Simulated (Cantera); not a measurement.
An isothermal, constant-pressure homogeneous reactor starts with CH2O : O2 : N2 = 0.004 : 0.026 : 1 (molar parts), equivalence ratio 0.15, at 1325 K and 10.0 bar.

Cantera simulation using GRI-Mech 3.0 (53 species, 325 reactions); the numbers are that mechanism's predictions, not measurements.

One state of this run: x CH2O = <1e-12; x O2 = 0.0214; x HCO = <1e-12; x NO2 = 1.25e-9; x CO = 2.11e-9; x HO2 = 2.98e-9; x CH3 = <1e-12. x: mole fraction; the columns are a selection and need not sum to one.

Q: Which value of t (s) does it belong to?
A) 0.000422
B) 0.178
C) 0.0237
D) 1.33

A: D, 1.33
